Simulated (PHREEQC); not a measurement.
A made-up water analysis in mg/kgw, 20 °C, pH 2.22, pe 12.6:

```tsv
constituent	mg/kgw
Na	205
K	2.07
Ca	56.8
Mg	61.1
Cl	64.5
S(6) as SO4	1300
Zn	7.01
```

Valence states are taken as typed.

Equilibrium calculation in PHREEQC: ion-association model, phreeqc.dat.

Precipitation was switched off in this run.

### Question
Predict the ionic strength, charge-balance error, specific conductance.

### Answer
ionic strength 0.0340 mol/kgw; charge-balance error -4.5 %; specific conductance 3720 µS/cm.

### Question
In which forms is Ca present?

### Answer
Ca+2 70 %, CaSO4 29 %, CaHSO4+ 1.3 % of the Ca.

Species that the database lacks are ignored.
